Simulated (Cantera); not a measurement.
## Ignition delay

Mixture: 8.45 % CH4, 3.30 % H2, 18.5 % O2, 69.7 % N2, at 14.0 bar, adiabatic and at constant volume. Ignition delay is the time to a rise of 400 K.

Detailed kinetics in Cantera: GRI-Mech 3.0 (53 species, 325 reactions). The pressure lies above the range GRI-Mech 3.0 was tuned for (to about 10 atm).

```
T0 (K)  delay (ms)
------  ----------
1125         0.927
1200         0.334
1275         0.161
1350        0.0902
1425        0.0538
1500        0.0330
1575        0.0207
1650        0.0132
1725       0.00863
1800       0.00575
```

```
Item                                                    Result
--------------------------------------------------  ----------
apparent activation energy between 1650 and 1800 K  140 kJ/mol
```
